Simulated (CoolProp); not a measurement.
Saturation properties of tetradecamethylhexasiloxane (MD4M).

The numbers come from the reference Helmholtz-energy equation of state, Thol 2019 in CoolProp.

| T (°C) | p (bar) | enthalpy of vaporisation (kJ/kg) | liquid cp (kJ/(kg K)) |
|---|---|---|---|
| 176.25 | 0.1004 | 125.2 | 2.036 |
| 179.55 | 0.1126 | 124.1 | 2.042 |
| 182.85 | 0.1260 | 123.1 | 2.049 |
| 186.05 | 0.1401 | 122.1 | 2.055 |
| 189.35 | 0.1560 | 121.0 | 2.061 |
| 192.65 | 0.1734 | 120.0 | 2.068 |
| 195.95 | 0.1923 | 118.9 | 2.074 |
| 199.25 | 0.2128 | 117.9 | 2.080 |
| 202.55 | 0.2351 | 116.8 | 2.087 |
| 205.85 | 0.2592 | 115.7 | 2.093 |
| 209.15 | 0.2852 | 114.7 | 2.100 |
| 212.45 | 0.3133 | 113.6 | 2.106 |
| 215.75 | 0.3435 | 112.5 | 2.113 |

It boils at 259.7 °C under 1 atm.
